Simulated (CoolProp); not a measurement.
Saturation properties of sulfur dioxide.

Values from CoolProp's reference Helmholtz-energy equation of state, Gao 2016.

```json
[
 {"T (°C)": "44.05", "p (bar)": "7.103", "liquid density (kg/m³)": "1311", "enthalpy of vaporisation (kJ/kg)": "335.8"},
 {"T (°C)": "48.05", "p (bar)": "7.966", "liquid density (kg/m³)": "1299", "enthalpy of vaporisation (kJ/kg)": "331.2"},
 {"T (°C)": "52.15", "p (bar)": "8.931", "liquid density (kg/m³)": "1286", "enthalpy of vaporisation (kJ/kg)": "326.4"},
 {"T (°C)": "56.25", "p (bar)": "9.981", "liquid density (kg/m³)": "1273", "enthalpy of vaporisation (kJ/kg)": "321.4"},
 {"T (°C)": "60.35", "p (bar)": "11.12", "liquid density (kg/m³)": "1260", "enthalpy of vaporisation (kJ/kg)": "316.3"},
 {"T (°C)": "64.35", "p (bar)": "12.33", "liquid density (kg/m³)": "1247", "enthalpy of vaporisation (kJ/kg)": "311.1"},
 {"T (°C)": "68.45", "p (bar)": "13.66", "liquid density (kg/m³)": "1233", "enthalpy of vaporisation (kJ/kg)": "305.7"},
 {"T (°C)": "72.55", "p (bar)": "15.10", "liquid density (kg/m³)": "1219", "enthalpy of vaporisation (kJ/kg)": "300.1"},
 {"T (°C)": "76.65", "p (bar)": "16.64", "liquid density (kg/m³)": "1205", "enthalpy of vaporisation (kJ/kg)": "294.3"},
 {"T (°C)": "80.65", "p (bar)": "18.26", "liquid density (kg/m³)": "1190", "enthalpy of vaporisation (kJ/kg)": "288.5"},
 {"T (°C)": "84.75", "p (bar)": "20.04", "liquid density (kg/m³)": "1175", "enthalpy of vaporisation (kJ/kg)": "282.3"}
]
```

It boils at -10.0 °C under 1 atm.
